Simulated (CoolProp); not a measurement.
Vapour pressure (bar) of cis-2-butene: the reference equation beside estimates from Tc = 435.8 K, pc = 42.36 bar, ω = 0.202. Clausius-Clapeyron is anchored at 290.3 K with a constant enthalpy of vaporisation of 22.49 kJ/mol.

Model: reference Helmholtz-energy equation of state, Lemmon 2005, in CoolProp. It is a short technical equation, of lower accuracy than the large ones.

```csv
T (K),reference,Lee-Kesler,Clausius-Clapeyron,Redlich-Kwong
248.7,0.2997,0.2942,0.3465,0.5029
259.1,0.4870,0.4802,0.5362,0.7884
269.5,0.7579,0.7506,0.8021,1.184
279.9,1.136,1.129,1.165,1.715
290.3,1.646,1.643,1.646,2.405
300.7,2.318,2.321,2.272,3.280
311.1,3.181,3.193,3.069,4.365
321.5,4.267,4.291,4.066,5.687
331.9,5.610,5.647,5.292,7.269
```

Absolute difference from the reference over all 9 rows, mean and median: Lee-Kesler 0.7 and 0.6 %, Clausius-Clapeyron 5.6 and 4.7 %, Redlich-Kwong 47.2 and 46.1 %.
